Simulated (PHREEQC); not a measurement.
A PHREEQC speciation (ion-association model, phreeqc.dat) at 30 °C gives pH 7.54 and these molalities:

```tsv
species	mol/kgw
Na+	0.239
SO4-2	0.167
MgSO4	0.141
Mg+2	0.0683
NaSO4-	0.0406
HCO3-	0.00348
CaSO4	0.00132
Ca+2	0.00106
MgHCO3+	0.000873
NaHCO3	0.000191
CO2	0.000126
MgCO3	7.44e-5
NaCO3-	2.35e-5
CO3-2	2.01e-5
CaHCO3+	1.23e-5
MgOH+	5.41e-6
CaCO3	1.83e-6
OH-	8.28e-7
```

What are the element totals, and what could have been dissolved in 1 kg of water to give them?

This is not unique; one that fits is totals C(4) 0.00480, Ca 0.00240, Mg 0.210, Na 0.280, S(6) 0.350 mol/kgw, from 0.0024 mol Ca(HCO3)2, 0.14 mol Na2SO4 and 0.21 mol MgSO4 per kg of water.

Precipitation was switched off in this run.
